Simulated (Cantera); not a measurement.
An isothermal, constant-pressure homogeneous reactor starts with H₂ : O₂ = 0.014 : 1 (molar parts), equivalence ratio 0.0070, at 950 K and 8.25 Torr.

Computed with Cantera and the H2/O2 subset of GRI-Mech 3.0, which has no nitrogen chemistry. Radical loss at walls, strong at low pressure, is not modelled.

x: mole fraction; the columns are a selection and need not sum to one.

```json
[
 {"t (s)": "0.000100", "x H₂": "0.0138", "x O₂": "0.986", "x OH": "<1e-12", "x H₂O₂": "<1e-12", "x H₂O": "<1e-12", "x O": "<1e-12"},
 {"t (s)": "0.000410", "x H₂": "0.0138", "x O₂": "0.986", "x OH": "4.93e-12", "x H₂O₂": "<1e-12", "x H₂O": "1.65e-12", "x O": "6.04e-12"},
 {"t (s)": "0.00168", "x H₂": "0.0138", "x O₂": "0.986", "x OH": "4.21e-11", "x H₂O₂": "<1e-12", "x H₂O": "5.76e-11", "x O": "7.41e-11"},
 {"t (s)": "0.00690", "x H₂": "0.0138", "x O₂": "0.986", "x OH": "3.41e-9", "x H₂O₂": "<1e-12", "x H₂O": "8.93e-9", "x O": "7.15e-9"},
 {"t (s)": "0.0283", "x H₂": "0.00402", "x O₂": "0.980", "x OH": "0.00107", "x H₂O₂": "1.55e-7", "x H₂O": "0.00820", "x O": "0.00467"},
 {"t (s)": "0.116", "x H₂": "3.52e-5", "x O₂": "0.984", "x OH": "0.000185", "x H₂O₂": "2.07e-8", "x H₂O": "0.0137", "x O": "0.00193"},
 {"t (s)": "0.476", "x H₂": "[?]", "x O₂": "0.986", "x OH": "[?]", "x H₂O₂": "[?]", "x H₂O": "0.0139", "x O": "[?]"},
 {"t (s)": "1.95", "x H₂": "2.16e-7", "x O₂": "0.986", "x OH": "1.58e-5", "x H₂O₂": "8.20e-9", "x H₂O": "0.0139", "x O": "1.58e-5"},
 {"t (s)": "8.00", "x H₂": "1.60e-8", "x O₂": "0.986", "x OH": "4.82e-6", "x H₂O₂": "2.66e-9", "x H₂O": "0.0139", "x O": "1.43e-6"}
]
```

Problem. Fill in the missing entries.

Solution. 
- 0.476, x H₂: 3.29e-6
- 0.476, x OH: 5.70e-5
- 0.476, x H₂O₂: 1.57e-8
- 0.476, x O: 0.000208
